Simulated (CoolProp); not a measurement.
Properties of diethyl ether along the isobar 14.2 MPa.

Computed with CoolProp (reference Helmholtz-energy equation of state, Thol 2014).

```csv
T (°C),phase,speed of sound (m/s),isothermal compressibility (1/MPa),fugacity coefficient
31.75,liquid,1056,0.001623,0.01111
53.85,liquid,977.0,0.001971,0.02214
75.95,liquid,899.0,0.002423,0.03945
98.05,liquid,822.0,0.003022,0.06419
120.15,liquid,746.5,0.003831,0.09699
142.25,liquid,673.0,0.004945,0.1378
164.35,liquid,602.1,0.006514,0.1859
186.45,liquid,534.6,0.008764,0.2401
208.55,supercritical,471.7,0.01203,0.2987
230.65,supercritical,414.9,0.01676,0.3598
252.75,supercritical,366.1,0.02339,0.4215
274.85,supercritical,327.5,0.03190,0.4818
```
